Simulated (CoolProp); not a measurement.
A single-stage vapour-compression cycle with the fluid: evaporating at 324.15 K (dew point), condensing at 377.15 K (bubble point), superheat 0 K, subcooling 0 K, compressor efficiency 0.75, no pressure losses. The same conditions are run with several fluids, on thermodynamics alone (safety and materials aside).

The numbers come from the reference Helmholtz-energy equation of state of each fluid (R123: Younglove 1994; R113: Marx 1992; neopentane: Lemmon 2006; dimethyl ether: Wu 2011; ammonia: Gao 2020; toluene: Lemmon 2006) in CoolProp.

Q: Rank R123, R113, neopentane, dimethyl ether, ammonia, toluene by cooling COP, highest first.

A: toluene (3.88), R113 (3.48), R123 (3.43), ammonia (3.27), dimethyl ether (2.91), neopentane (2.81)

| fluid | pressure ratio | discharge temperature (K) | refrigerating effect (kJ/kg) | volumetric capacity (kJ/m³) |
|---|---|---|---|---|
| R123 | 3.92 | 377.2 | 102 | 1370 |
| R113 | 4.23 | 377.2 | 91.4 | 754 |
| neopentane | 3.31 | 377.2 | 138 | 1520 |
| dimethyl ether | 3.02 | 392.9 | 202 | 4960 |
| ammonia | 3.24 | 439.6 | 744 | 12000 |
| toluene | 6.53 | 383.5 | 298 | 132 |

The compression ends wet for: R123; R113; neopentane.
